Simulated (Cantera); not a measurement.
Input: 1 mol SiHCl₃, 31 mol N₂, equilibrated at 32.0 Pa.

Equilibrium computed with Cantera from the NASA thermochemical tables; the gas is ideal and each condensed phase is pure. Candidate condensed phases: NH₄Cl, Si, Si₃N₄; 28 gas species. The tables' values for SiCl, SiCl₃ are old estimates; treat these amounts as uncertain. Kinetics and transport are ignored. All values below are at 1773 K.

Base state: N₂ 0.936, SiCl₂ 0.0296, HCl 0.0246, Cl 0.00614, H₂ 0.00240, H 0.000779, Si 0.000243, SiCl 0.000222 (mole fractions); condensed: gas only.

Problem. What changes in the equilibrium state with this change: pressure from 32.0 Pa to 92.0 Pa?

Solution. 
| species | before | after |
|---|---|---|
| N₂ | 0.936 | 0.937 |
| SiCl₂ | 0.0296 | 0.0298 |
| HCl | 0.0246 | 0.0259 |
| Cl | 0.00614 | 0.00423 |
| Si | 0.000243 | 6.21e-5 |
| SiCl₃ | 0.000151 | 0.000302 |
| SiCl | 0.000222 | 0.000113 |
| H | 0.000779 | 0.000414 |
The tables' values for SiCl₃, SiCl are old estimates; treat these amounts as uncertain.
